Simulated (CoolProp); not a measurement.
Properties of R407C at several states (Tc = 86.2 °C, pc = 4.632 MPa, ω = 0.363).

Values from CoolProp's reference Helmholtz-energy equation of state, Lemmon 2003. It is a pseudo-pure fit of the blend.

```tsv
T (°C)	p (MPa)	phase	cp (kJ/(kg K))	conductivity (mW/(m K))	Prandtl number
51.15	1.16	gas	1.056	16.4	0.884
163.75	0.0301	gas	1.039	23.8	0.792
-49.95	0.223	liquid	1.303	119	4.30
```

Viscosity comes from a separate model (Geller 2000). Thermal conductivity comes from a separate model (Geller 2001).
